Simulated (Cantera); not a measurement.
Feed: 1 mol SiC, a varied amount of CO2, 44 mol N2, 0.096 mol H2O, held at 852 °C and 7.90 Pa.

Cantera equilibrium calculation (NASA polynomials, part measured and part estimated; ideal gas, pure solids and liquids). Candidate condensed phases: C, C6H6, C7H8, C8H18, H2O, Si, SiC, SiO2, Si2N2O, Si3N4; 151 gas species. N2 is the only nitrogen source here; it is nearly inert below about 1500 K, so the nitride shown seldom forms there in practice. The numbers say what is thermodynamically allowed, not how fast it happens.

### Question
At 0.29 mol CO2, list the 3 most abundant gas species with their mole fractions, and the condensed phases.

### Answer
N2 0.994, CO 0.00402, H2 0.00219. Condensed: C(graphite) + Si2N2O(s).
